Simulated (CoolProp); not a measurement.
A simple Rankine cycle with n-pentane: condensing at 298.15 K, boiler at 1.42 MPa, turbine inlet 431.5 K, turbine efficiency 0.9, pump efficiency 0.7, no recuperator. Each further row changes one setting.

Values from CoolProp's reference Helmholtz-energy equation of state, Thol 2019.

```json
[
 {"case": "as stated", "thermal efficiency (%)": "18.5", "net work (kJ/kg)": "109", "heat in (kJ/kg)": "587", "turbine exit temperature (K)": "359.5", "volume ratio over the turbine": "22.3"},
 {"case": "turbine inlet 451.5 K", "thermal efficiency (%)": "18.3", "net work (kJ/kg)": "117", "heat in (kJ/kg)": "639", "turbine exit temperature (K)": "381.4", "volume ratio over the turbine": "21.4"},
 {"case": "condensing temperature 290.15 K", "thermal efficiency (%)": "19.8", "net work (kJ/kg)": "120", "heat in (kJ/kg)": "605", "turbine exit temperature (K)": "353.5", "volume ratio over the turbine": "29.9"},
 {"case": "boiler pressure 0.994 MPa", "thermal efficiency (%)": "16.8", "net work (kJ/kg)": "101", "heat in (kJ/kg)": "603", "turbine exit temperature (K)": "371.4", "volume ratio over the turbine": "14.5"},
 {"case": "turbine efficiency 0.8", "thermal efficiency (%)": "16.4", "net work (kJ/kg)": "96.3", "heat in (kJ/kg)": "587", "turbine exit temperature (K)": "365.8", "volume ratio over the turbine": "22.7"}
]
```
